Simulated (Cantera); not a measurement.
**Equilibrium for boron, boron nitride and boron oxide: borazine + O2 + N2**

Input: 1 mol borazine, 0.21 mol O2, 8.2 mol N2, equilibrated at 7.50 Torr.

Equilibrium computed with Cantera from the NASA thermochemical tables; the gas is ideal and each condensed phase is pure. Candidate condensed phases: B, BN, B2O3, B3O3H3, H2O; 39 gas species. The feed counts by its element totals alone. Mutual solubility and eutectic melting of coexisting phases are not modelled. The tables' values for BH2 are old estimates; treat these amounts as uncertain. The numbers say what is thermodynamically allowed, not how fast it happens.

From 550 °C to 1250 °C the condensed part is BN(s) + B2O3(l). From 1350 °C to 1850 °C the condensed part is BN(s). The main B-bearing gas is (HBO2)3 at 550 °C and HBO at 1850 °C.

| T (°C) | x N2 | x H2 | x HBO | x H | x BO | n BN(s) | n B2O3(l) |
|---|---|---|---|---|---|---|---|
| 550 | 0.735 | 0.264 | 7.65e-12 | 3.77e-11 | <1e-12 | 2.72 | 0.138 |
| 650 | 0.735 | 0.264 | 8.21e-10 | 1.26e-9 | <1e-12 | 2.72 | 0.138 |
| 750 | 0.735 | 0.264 | 3.46e-8 | 2.13e-8 | <1e-12 | 2.72 | 0.138 |
| 850 | 0.735 | 0.264 | 7.36e-7 | 2.19e-7 | 3.15e-11 | 2.72 | 0.138 |
| 950 | 0.735 | 0.264 | 9.37e-6 | 1.54e-6 | 2.29e-9 | 2.72 | 0.136 |
| 1050 | 0.735 | 0.264 | 8.03e-5 | 8.14e-6 | 8.59e-8 | 2.73 | 0.131 |
| 1150 | 0.734 | 0.262 | 0.000503 | 3.40e-5 | 1.91e-6 | 2.73 | 0.114 |
| 1250 | 0.730 | 0.258 | 0.00245 | 0.000117 | 2.81e-5 | 2.73 | 0.0442 |
| 1350 | 0.726 | 0.255 | 0.00627 | 0.000349 | 0.000189 | 2.71 | 0 |
| 1450 | 0.725 | 0.252 | 0.0113 | 0.000916 | 0.000799 | 2.67 | 0 |
| 1550 | 0.723 | 0.249 | 0.0163 | 0.00216 | 0.00246 | 2.62 | 0 |
| 1650 | 0.720 | 0.245 | 0.0187 | 0.00467 | 0.00556 | 2.59 | 0 |
| 1750 | 0.717 | 0.242 | 0.0181 | 0.00934 | 0.00991 | 2.58 | 0 |
| 1850 | 0.712 | 0.237 | 0.0156 | 0.0175 | 0.0149 | 2.58 | 0 |
x: gas mole fraction; n: condensed amount in mol.
